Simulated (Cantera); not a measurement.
An isothermal, constant-pressure homogeneous reactor starts with 20.4 % C₃H₈, 79.6 % H₂, at 1475 K and 0.0760 bar.

Computed with Cantera and GRI-Mech 3.0 (53 species, 325 reactions). GRI-Mech 3.0 was tuned for natural gas; its chemistry of propane as a main component is partial and can be far from experiment. GRI-Mech 3.0 stops at C3 and has no aromatics, soot or wall deposition, so with more carbon than oxygen in the feed, carbon stays in small species such as C2H2 where larger ones or solid carbon would form.

Task: Predict: x(C₃H₈) at 20.0 s; x(H₂) at 20.0 s; x(CH₃) at 20.0 s; x(H) at 20.0 s; x(C₂H₂) at 20.0 s.

Result: 
```
Quantity                                              Value
-----------------  ----------------------------------------
x(C₃H₈) at 20.0 s  1.24e-9 (gas-phase equilibrium 6.45e-10)
x(H₂) at 20.0 s         0.775 (gas-phase equilibrium 0.792)
x(CH₃) at 20.0 s    4.77e-5 (gas-phase equilibrium 2.71e-5)
x(H) at 20.0 s      3.71e-5 (gas-phase equilibrium 4.22e-5)
x(C₂H₂) at 20.0 s       0.172 (gas-phase equilibrium 0.179)
```
